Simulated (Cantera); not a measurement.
What does this Cantera script print?

```python
import numpy as np
import cantera as ct

gas_names = [...]  # 130 gases of nasa_gas.yaml made of C, H, Mg, O, S
cond_names = """
    C(gr) C6H6(L) C7H8(L) C8H18(L),n-octa H2O(s) H2O(L) H2SO4(L) Mg(cr) Mg(L) MgCO3(s) MgO(s) MgO(L)
    MgO2H2(s) MgS(s) MgSO4(s) MgSO4(L) S(cr1) S(cr2) S(L)
""".split()


# ... load() reads the species with a 1 bar reference pressure and builds the phases ...
atoms = {
    'MgSO4': {'Mg': 1, 'S': 1, 'O': 4},
    'H2O': {'H': 2, 'O': 1},
    'CO2': {'C': 1, 'O': 2},
}
top_T = {'C(gr)': 4500, 'MgS(s)': 2250}  # K; cautious upper limits of use, not melting points


# ... equilibrate(T, P, feed) seeds the gas with the atoms and calls Mixture.equilibrate('TP', solver="vcs", rtol=1e-11, max_steps=5000) ...
results = []
feed = {'MgSO4': 1, 'H2O': 0.092, 'CO2': 6.4}  # mol
P = 160000  # Pa
for T in [650, 750, 850, 950, 1050, 1150, 1250, 1350, 1450, 1550]:
    mix = equilibrate(T, P, feed)
    results.append((T, P, feed, dict(zip(mix.species_names, mix.species_moles))))

top = {s: max(r[3][s] / sum(r[3][g] for g in gas_names) for r in results) for s in gas_names}
cols = sorted((s for s in top if top[s] > 0.0001), key=lambda s: -top[s])[:7]
seen = [c for c in cond_names if any(r[3].get(c, 0) > 1e-12 for r in results)]
print("log10 of partial pressures in bar; condensed amounts in mol")
print(f"{'T/K':>10s}" + "".join(f"{s[:9]:>10s}" for s in cols + seen))
for T, P, feed, n in results:
    ng = sum(n[g] for g in gas_names)
    print(f"{T:10.4g}" + "".join(f"{np.log10(max(n[s] / ng * P / 1e5, 1e-99)):10.3f}" for s in cols)
          + "".join(f"{n.get(c, 0):10.4g}" for c in seen))
```

It prints:

```
log10 of partial pressures in bar; condensed amounts in mol
       T/K       CO2       SO2        O2       H2O       SO3  MgCO3(s)    MgO(s)  MgSO4(s)
       650     0.198   -10.363   -10.674    -1.644   -12.677 1.831e-10         0         1
       750     0.198    -7.995    -8.295    -1.644   -10.176         0 4.134e-08         1
       850     0.198    -5.918    -6.219    -1.644    -7.867         0 4.958e-06         1
       950     0.198    -4.288    -4.589    -1.644    -6.057         0 0.0002125    0.9998
      1050     0.197    -2.978    -3.279    -1.645    -4.604         0   0.00437    0.9956
      1150     0.193    -1.905    -2.206    -1.650    -3.415         0   0.05268    0.9473
      1250     0.155    -1.012    -1.313    -1.687    -2.426         0    0.4525    0.5475
      1350     0.108    -0.710    -1.011    -1.734    -2.271         0         1         0
      1450     0.108    -0.705    -1.006    -1.735    -2.520         0         1         0
      1550     0.108    -0.702    -1.003    -1.735    -2.739         0         1         0
```

These are equilibrium values from Cantera (NASA tables, ideal gas, pure condensed phases), not measurements of a reactor. Mutual solubility and eutectic melting of coexisting phases are not modelled.
